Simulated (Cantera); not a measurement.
A closed system holds: 1 mol Fe, 0.089 mol SO2, 91 mol N2, 0.72 mol NH3, at 0.360 bar.

These are equilibrium values from Cantera (NASA tables, ideal gas, pure condensed phases), not measurements of a reactor. Candidate condensed phases: Fe, FeO, Fe(OH)2, Fe(OH)3, FeS, FeSO4, FeS2, Fe2O3, Fe2(SO4)3, Fe3O4, H2O, H2SO4, S; 38 gas species. Metal and sulfide melt together well below either melting point, which pure phases cannot show. Mutual solubility and eutectic melting of coexisting phases are not modelled. FeS: taken at fixed stoichiometry. Equilibrium is a limit: real reactors are often held back by kinetics, nucleation or transport.

Q: At 1650 K, list the 7 most abundant gas species with their mole fractions, and the condensed phases.

A: N2 0.988, H2 0.00957, H2O 0.00190, S2 0.000277, H2S 0.000179, SH 4.53e-5, H 1.48e-5. Condensed: Fe(γ) + FeS(l).
